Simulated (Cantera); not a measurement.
# Fe3O4 + CH4 + N2 (carbothermic reduction)

Feed: 1 mol Fe3O4, a varied amount of CH4, 0.13 mol N2, held at 95.0 mbar.

These are equilibrium values from Cantera (NASA tables, ideal gas, pure condensed phases), not measurements of a reactor. Candidate condensed phases: C, C6H6, C7H8, C8H18, Fe, Fe(CO)5, FeO, Fe(OH)2, Fe(OH)3, Fe2O3, Fe3O4, H2O; 140 gas species. Each liquid is taken as pure. Iron dissolves carbon and melts from about 1420 K in contact with it, which pure phases cannot show. Mutual solubility and eutectic melting of coexisting phases are not modelled. The tables' stoichiometric FeO is somewhat more stable than real wüstite, so its field is too wide. FeO: taken at fixed stoichiometry. Condensed phases not in the tables: cementite and carbon dissolved in iron. Kinetics and transport are ignored.

Stable condensed phases:

```
T in K \ n(CH4) in mol
         0.58 0.75 0.97  1.2  1.6  2.1  2.7  3.5  4.5  5.8
   2575     A    A    A    A    A    B    B    B    C    C
   2475     A    A    A    A    A    D    B    B    C    C
   2375     A    A    D    D    D    D    E    E    F    F
   2275     A    D    D    D    D    D    E    E    F    F
   2175     A    D    D    D    D    D    E    E    F    F
   2075     A    D    D    D    D    D    E    E    F    F
   1975     A    D    D    D    D    D    E    E    F    F
   1875     D    D    D    D    D    D    E    E    F    F
   1775     D    D    D    D    D    D    E    E    F    F
   1675     D    D    D    D    D    D    E    E    F    F
   1575     D    D    D    D    D    D    E    E    F    F
```

A: FeO; B: gas only; C: C; D: Fe + FeO; E: Fe; F: C + Fe.
